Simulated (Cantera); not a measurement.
Input (Python, Cantera):

```python
import numpy as np
import cantera as ct

gas = ct.Solution("gri30.yaml")
gas.TPX = 1375, 960000, {'CH4': 1, 'O2': 3.23, 'N2': 14.2}
reactor = ct.IdealGasReactor(gas, energy="on", clone=False)
net = ct.ReactorNet([reactor])
net.rtol, net.atol = 1e-08, 1e-16
show = ['CH4', 'O2', 'H2', 'NO2', 'O', 'NO']
times = np.geomspace(3e-06, 0.4, 14)

steps = ct.SolutionArray(gas, extra=["t"])
rows = []
print(f"{'t/s':>10s}{'T/K':>9s}{'P/Pa':>11s}" + "".join(f"{s:>11s}" for s in show))
for t in times:
    while net.time < t:
        t_next = net.step()
        steps.append(gas.state, t=t_next)
    rows.append([np.interp(t, steps.t, y) for y in (steps.T, steps.P, *steps(*show).X.T)])
    print(f"{t:10.3e}{rows[-1][0]:9.1f}{rows[-1][1]:11.4g}" + "".join(f"{x:11.3e}" for x in rows[-1][2:]))
rate = np.gradient(steps.T, steps.t)
print("integrator steps:", len(steps.t))
if steps.T.max() > steps.T[0] + 200:
    print(f"time of steepest temperature rise: {steps.t[rate.argmax()]:.4e} s")
gas.TPX = 1375, 960000, {'CH4': 1, 'O2': 3.23, 'N2': 14.2}
gas.equilibrate("UV")
print(f"equilibrium (UV): T = {gas.T:.1f} K  " + "  ".join(f"{s} {gas[s].X[0]:.3e}" for s in show))
```

Result:

```
       t/s      T/K       P/Pa        CH4         O2         H2        NO2          O         NO
 3.000e-06   1375.0    9.6e+05  5.426e-02  1.753e-01  7.442e-09  4.994e-22  4.554e-10  1.221e-17
 7.436e-06   1375.0    9.6e+05  5.426e-02  1.753e-01  2.573e-08  1.275e-20  9.816e-10  5.633e-17
 1.843e-05   1375.0    9.6e+05  5.426e-02  1.753e-01  1.204e-07  4.043e-19  2.821e-09  3.413e-16
 4.569e-05   1375.0    9.6e+05  5.424e-02  1.752e-01  9.013e-07  1.589e-17  1.103e-08  2.920e-15
 1.132e-04   1375.5  9.603e+05  5.414e-02  1.752e-01  9.027e-06  6.665e-16  3.627e-08  2.993e-14
 2.807e-04   1379.5  9.631e+05  5.349e-02  1.748e-01  7.883e-05  3.283e-14  9.116e-08  2.609e-13
 6.958e-04   2679.0  1.882e+06  3.568e-17  6.485e-02  1.242e-03  3.690e-06  1.950e-03  2.053e-03
 1.725e-03   2656.4  1.865e+06  3.072e-17  5.970e-02  1.186e-03  2.223e-05  1.703e-03  1.268e-02
 4.275e-03   2650.8  1.861e+06  2.958e-17  5.844e-02  1.172e-03  2.659e-05  1.647e-03  1.527e-02
 1.060e-02   2650.7  1.861e+06  2.956e-17  5.841e-02  1.172e-03  2.668e-05  1.645e-03  1.532e-02
 2.627e-02   2650.7  1.861e+06  2.956e-17  5.841e-02  1.172e-03  2.668e-05  1.645e-03  1.532e-02
 6.510e-02   2650.7  1.861e+06  2.956e-17  5.841e-02  1.172e-03  2.668e-05  1.645e-03  1.532e-02
 1.614e-01   2650.7  1.861e+06  2.956e-17  5.841e-02  1.172e-03  2.668e-05  1.645e-03  1.532e-02
 4.000e-01   2650.7  1.861e+06  2.956e-17  5.841e-02  1.172e-03  2.668e-05  1.645e-03  1.532e-02
integrator steps: 2036
time of steepest temperature rise: 6.0363e-04 s
equilibrium (UV): T = 2650.7 K  CH4 4.144e-17  O2 5.841e-02  H2 1.172e-03  NO2 2.668e-05  O 1.645e-03  NO 1.532e-02
```

Model: GRI-Mech 3.0 (53 species, 325 reactions), integrated in Cantera.
